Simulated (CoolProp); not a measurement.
Vapour-liquid equilibrium of R1234yf (1) + R134a (2) at 0.847 MPa; x and y are mole fractions of (1).

Model: multi-fluid Helmholtz-energy mixture model, Lemmon 2022 and Tillner-Roth 1994; pair parameters Bell 2022, in CoolProp.

Task: Give the bubble temperature and the first vapour's composition at x = 0.15, 0.35, 0.85. Is there an azeotrope?

Result: x = 0.15: 32.3 °C, y = 0.166; x = 0.35: 31.5 °C, y = 0.363; x = 0.85: 32.0 °C, y = 0.837. y crosses x between x = 0.45 and 0.55: the model has an azeotrope there.

The pair parameters rest on a limited set of measurements; away from them the model extrapolates.
